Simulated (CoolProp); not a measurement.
Vapour pressure (MPa) of n-perfluorohexane: the reference equation beside estimates from Tc = 448.0 K, pc = 1.742 MPa, ω = 0.497.

Computed with CoolProp (reference Helmholtz-energy equation of state, Gao 2022).

| T (K) | reference | Lee-Kesler | van der Waals | Soave-Redlich-Kwong |
|---|---|---|---|---|
| 351.8 | 0.1990 | 0.2000 | 0.6123 | 0.2011 |
| 359.6 | 0.2482 | 0.2495 | 0.6780 | 0.2514 |
| 367.4 | 0.3062 | 0.3079 | 0.7481 | 0.3109 |
| 375.2 | 0.3739 | 0.3762 | 0.8225 | 0.3807 |
| 382.9 | 0.4514 | 0.4543 | 0.9003 | 0.4606 |
| 390.7 | 0.5418 | 0.5454 | 0.9836 | 0.5540 |
| 398.5 | 0.6454 | 0.6500 | 1.072 | 0.6610 |
| 406.3 | 0.7637 | 0.7694 | 1.164 | 0.7828 |
| 414 | 0.8963 | 0.9034 | 1.260 | 0.9190 |
| 421.8 | 1.049 | 1.058 | 1.362 | 1.074 |
| 429.6 | 1.222 | 1.232 | 1.469 | 1.248 |
| 437.4 | 1.420 | 1.430 | 1.581 | 1.442 |

Absolute difference from the reference over all 12 rows, mean and median: Lee-Kesler 0.7 and 0.7 %, van der Waals 87.2 and 73.8 %, Soave-Redlich-Kwong 2.0 and 2.1 %.
